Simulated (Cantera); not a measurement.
An adiabatic, constant-volume homogeneous reactor starts with 5.69 % CH4, 19.8 % O2, 74.5 % N2, equivalence ratio 0.57, at 1475 K and 26000 Pa.

Computed with Cantera and GRI-Mech 3.0 (53 species, 325 reactions).

### Question
Predict: time of steepest temperature rise; temperature at 7.00 s; equilibrium temperature; x(O2) at 7.00 s; x(O) at 7.00 s; x(H2O2) at 7.00 s.

### Answer
```
Property                                                             Value
---------------------------------  ---------------------------------------
time of steepest temperature rise                                  3.54 ms
temperature at 7.00 s                                               2574 K
equilibrium temperature                                             2574 K
x(O2) at 7.00 s                      0.0763 (gas-phase equilibrium 0.0763)
x(O) at 7.00 s                     0.00842 (gas-phase equilibrium 0.00842)
x(H2O2) at 7.00 s                  1.50e-7 (gas-phase equilibrium 1.50e-7)
```
